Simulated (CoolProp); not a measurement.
Vapour-liquid equilibrium of CH2F2 (R32) (1) + dimethyl ether (2) at -8.15 °C; x and y are mole fractions of (1).

The numbers come from the multi-fluid Helmholtz-energy mixture model, Tillner-Roth 1997 and Wu 2011; pair parameters Bell 2016 in CoolProp.

| x | bubble pressure (MPa) | y at the bubble point | dew pressure at overall composition x (MPa) | liquid density (mol/L) |
|---|---|---|---|---|
| 0.05 | … | 0.124 | 0.2053 | 15.66 |
| 0.15 | 0.2552 | 0.329 | … | 16.09 |
| 0.25 | 0.2972 | 0.488 | 0.2385 | 16.54 |
| 0.35 | 0.3410 | 0.609 | 0.2600 | 17.01 |
| 0.45 | 0.3853 | 0.704 | 0.2860 | 17.50 |
| 0.55 | 0.4294 | 0.779 | 0.3181 | 18.02 |
| 0.65 | 0.4727 | … | 0.3586 | 18.57 |
| 0.75 | 0.5153 | 0.892 | … | 19.15 |
| 0.85 | 0.5574 | 0.938 | 0.4801 | 19.78 |
| 0.95 | 0.5995 | 0.980 | 0.5694 | 20.45 |

What belongs in the gaps?


- 0.05, bubble pressure (MPa): 0.2163
- 0.15, dew pressure at overall composition x (MPa): 0.2205
- 0.65, y at the bubble point: 0.841
- 0.75, dew pressure at overall composition x (MPa): 0.4111

No azeotrope shows between x = 0.05 and 0.95.

Pair parameters are fitted to limited data, so mixtures are less certain than the pure fluids.
